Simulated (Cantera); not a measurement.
Feed: 1 mol TiO2, 0.42 mol CH4, 0.48 mol CO, equilibrated at 25.0 Pa.

Cantera equilibrium calculation (NASA polynomials, part measured and part estimated; ideal gas, pure solids and liquids). Candidate condensed phases: C, C6H6, C7H8, C8H18, H2O, Ti, TiC, TiO, TiO2, Ti2O3, Ti3O5, Ti4O7; 113 gas species. Mutual solubility and eutectic melting of coexisting phases are not modelled. Rates play no part.

x: gas mole fraction; n: condensed amount in mol.

```json
[
 {"T (K)": "1373", "x CO": "0.517", "x H2": "0.483", "x H": "0.000146", "x H2O": "6.86e-5", "x TiO": "6.36e-11", "x CO2": "3.57e-5", "n Ti2O3(s)": "0.261", "n Ti3O5(s)": "0.160"},
 {"T (K)": "1448", "x CO": "0.517", "x H2": "0.482", "x H": "0.000405", "x H2O": "0.000117", "x TiO": "9.82e-10", "x CO2": "5.29e-5", "n Ti2O3(s)": "0.261", "n Ti3O5(s)": "0.159"},
 {"T (K)": "1523", "x CO": "0.517", "x H2": "0.482", "x H": "0.00101", "x H2O": "0.000189", "x TiO": "1.15e-8", "x CO2": "7.56e-5", "n Ti2O3(s)": "0.261", "n Ti3O5(s)": "0.159"},
 {"T (K)": "1598", "x CO": "0.517", "x H2": "0.481", "x H": "0.00233", "x H2O": "0.000292", "x TiO": "1.06e-7", "x CO2": "0.000105", "n Ti2O3(s)": "0.262", "n Ti3O5(s)": "0.159"},
 {"T (K)": "1673", "x CO": "0.516", "x H2": "0.479", "x H": "0.00498", "x H2O": "0.000431", "x TiO": "7.92e-7", "x CO2": "0.000140", "n Ti2O3(s)": "0.263", "n Ti3O5(s)": "0.158"},
 {"T (K)": "1748", "x CO": "0.514", "x H2": "0.475", "x H": "(withheld)", "x H2O": "(withheld)", "x TiO": "(withheld)", "x CO2": "(withheld)", "n Ti2O3(s)": "0.264", "n Ti3O5(s)": "0.157"},
 {"T (K)": "1823", "x CO": "0.512", "x H2": "0.468", "x H": "0.0187", "x H2O": "0.000833", "x TiO": "2.67e-5", "x CO2": "0.000233", "n Ti2O3(s)": "0.266", "n Ti3O5(s)": "0.156"},
 {"T (K)": "1898", "x CO": "0.508", "x H2": "0.457", "x H": "(withheld)", "x H2O": "(withheld)", "x TiO": "(withheld)", "x CO2": "(withheld)", "n Ti2O3(s)": "0.267", "n Ti3O5(s)": "0.155"},
 {"T (K)": "1973", "x CO": "0.502", "x H2": "0.439", "x H": "0.0566", "x H2O": "0.00136", "x TiO": "0.000520", "x CO2": "0.000348", "n Ti2O3(s)": "0.268", "n Ti3O5(s)": "0.155"}
]
```

Q: Some entries are withheld; supply them.

A: 
- 1898, x H: 0.0334
- 1898, x H2O: 0.00109
- 1898, x TiO: 0.000125
- 1898, x CO2: 0.000288
- 1748, x H: 0.00996
- 1748, x H2O: 0.000611
- 1748, x TiO: 4.97e-6
- 1748, x CO2: 0.000183
